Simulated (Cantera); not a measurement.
A closed system holds: 1 mol SiH2Cl2, 0.21 mol N2, 23 mol H2, equilibrated at 500 °C and 750 Torr.

Equilibrium computed with Cantera from the NASA thermochemical tables; the gas is ideal and each condensed phase is pure. N2 is the only nitrogen source here; it is nearly inert below about 1500 K, so the nitride shown seldom forms there in practice. Equilibrium is a limit: real reactors are often held back by kinetics, nucleation or transport.

```csv
species,before,after
H2,0.976,0.809
N2,<1e-9,0.120
HCl,0.000561,0.0698
SiHCl3,0.0119,1.11e-6
SiCl4,0.0109,0.000152
SiH2Cl2,0.00101,<1e-9
NH3,<1e-9,0.000998
SiH3Cl,1.92e-5,<1e-9
"Si(s), mol",0.103,0
"Si3N4(s), mol",0.105,0.332
```
Gas species are given as mole fractions.

### Question
Which change was made?
(A) N2 from 0.21 to 4.1 mol
(B) H2 from 23 to 0.14 mol
(C) H2 from 23 to 0.72 mol
(D) H2 from 23 to 0.66 mol

### Answer
A, N2 from 0.21 to 4.1 mol
